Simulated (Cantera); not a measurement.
## PbO + CH₄ + N₂ (carbothermic reduction)

Charge: 1 mol PbO, 0.94 mol CH₄, 0.69 mol N₂, held at 2127 °C and 1.90 bar.

Equilibrium computed with Cantera from the NASA thermochemical tables; the gas is ideal and each condensed phase is pure. Candidate condensed phases: C, C₆H₆, C₇H₈, C₈H₁₈, H₂O, Pb, PbO, PbO₂, Pb₃O₄; 139 gas species. Gases not in the tables: (PbO)n polymers. Rates play no part.

```yaml
x(H₂): 0.400
x(Pb): 0.220
x(CO): 0.207
x(N₂): 0.152
x(H₂O): 0.0121
x(H): 0.00730
x(CO₂): 0.00106
x(Pb₂): 0.000230
x(PbO): 0.000102
gas_amount: 4.526 mol
log10 activity of Pb(l) (absent): -1.10
log10 activity of C(graphite) (absent): -3.39
```
